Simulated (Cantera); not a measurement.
An adiabatic, constant-volume homogeneous reactor starts with CO : H₂ : CH₄ : O₂ : N₂ = 1 : 0.2 : 0.29 : 1.9 : 7.16 (molar parts), at 1223 K and 0.770 bar. Integrator tolerance rtol = 1e-08.

Model: GRI-Mech 3.0 (53 species, 325 reactions), integrated in Cantera.

What does this change do: pressure from 0.770 bar to 5.60 bar?


```json
[
 {"quantity": "time of steepest temperature rise", "before": "0.645 ms", "after": "0.198 ms"},
 {"quantity": "temperature at 0.300 s", "before": "2623 K", "after": "2726 K"},
 {"quantity": "equilibrium temperature", "before": "2623 K", "after": "2726 K"},
 {"quantity": "x(CO) at 0.300 s", "before": "0.0218 (gas-phase equilibrium 0.0218)", "after": "0.0141 (gas-phase equilibrium 0.0141)"},
 {"quantity": "x(H₂) at 0.300 s", "before": "0.00216 (gas-phase equilibrium 0.00216)", "after": "0.00130 (gas-phase equilibrium 0.00130)"},
 {"quantity": "x(CH₄) at 0.300 s", "before": "<1e-12 (gas-phase equilibrium <1e-12)", "after": "<1e-12 (gas-phase equilibrium <1e-12)"},
 {"quantity": "x(CH₂) at 0.300 s", "before": "<1e-12 (gas-phase equilibrium <1e-12)", "after": "<1e-12 (gas-phase equilibrium <1e-12)"},
 {"quantity": "x(C₂H₂) at 0.300 s", "before": "<1e-12 (gas-phase equilibrium <1e-12)", "after": "<1e-12 (gas-phase equilibrium <1e-12)"},
 {"quantity": "x(HCO) at 0.300 s", "before": "6.46e-9 (gas-phase equilibrium 6.46e-9)", "after": "1.16e-8 (gas-phase equilibrium 1.16e-8)"}
]
```

What does this change do: 0.33 parts CO2 added?


| quantity | before | after |
|---|---|---|
| time of steepest temperature rise | 0.645 ms | 0.681 ms |
| temperature at 0.300 s | 2623 K | 2572 K |
| equilibrium temperature | 2623 K | 2572 K |
| x(CO) at 0.300 s | 0.0218 (gas-phase equilibrium 0.0218) | 0.0218 (gas-phase equilibrium 0.0218) |
| x(H₂) at 0.300 s | 0.00216 (gas-phase equilibrium 0.00216) | 0.00172 (gas-phase equilibrium 0.00172) |
| x(CH₄) at 0.300 s | <1e-12 (gas-phase equilibrium <1e-12) | <1e-12 (gas-phase equilibrium <1e-12) |
| x(CH₂) at 0.300 s | <1e-12 (gas-phase equilibrium <1e-12) | <1e-12 (gas-phase equilibrium <1e-12) |
| x(C₂H₂) at 0.300 s | <1e-12 (gas-phase equilibrium <1e-12) | <1e-12 (gas-phase equilibrium <1e-12) |
| x(HCO) at 0.300 s | 6.46e-9 (gas-phase equilibrium 6.46e-9) | 4.97e-9 (gas-phase equilibrium 4.97e-9) |
